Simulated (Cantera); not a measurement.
Charge: 1 mol CH3F, 1.4 mol CH4, held at 1575 K and 0.100 bar.

Equilibrium computed with Cantera from the NASA thermochemical tables; the gas is ideal and each condensed phase is pure. Candidate condensed phases: C, C6H6, C7H8, C8H18; 95 gas species. Rates play no part.

Base state: H2 0.791, HF 0.208, H 0.000117, CH4 0.000114, C2H2 (acetylene) 1.67e-5 (mole fractions); condensed: C(graphite).

Q: What changes in the equilibrium state with this change: temperature from 1575 K to 2300 K?

A: 
| species | before | after |
|---|---|---|
| H2 | 0.791 | 0.764 |
| HF | 0.208 | 0.206 |
| H | 0.000117 | 0.0268 |
| C2H2 (acetylene) | 1.67e-5 | 0.00330 |
| CH4 | 0.000114 | 1.25e-5 |
| C(graphite), mol | 2.40 | 2.37 |

Q: What changes in the equilibrium state with this change: temperature from 1575 K to 3073 K?

A: 
```
species             before     after
----------------  --------  --------
H2                   0.791     0.397
H                 0.000117     0.392
HF                   0.208     0.164
C2H2 (acetylene)   1.67e-5    0.0304
C3                   <1e-9   0.00666
C2H                  <1e-9   0.00570
C                    <1e-9  0.000998
C(graphite), mol      2.40      1.79
```

Q: What changes in the equilibrium state with this change: temperature from 1575 K to 3148.15 K?

A: 
```json
[
 {"species": "H", "before": "0.000117", "after": "0.447"},
 {"species": "H2", "before": "0.791", "after": "0.336"},
 {"species": "HF", "before": "0.208", "after": "0.155"},
 {"species": "C3", "before": "<1e-9", "after": "0.0140"},
 {"species": "C2H2 (acetylene)", "before": "1.67e-5", "after": "0.0315"},
 {"species": "C2H", "before": "<1e-9", "after": "0.00880"},
 {"species": "C", "before": "<1e-9", "after": "0.00194"},
 {"species": "C2", "before": "<1e-9", "after": "0.00147"},
 {"species": "C(graphite), mol", "before": "2.40", "after": "1.53"}
]
```
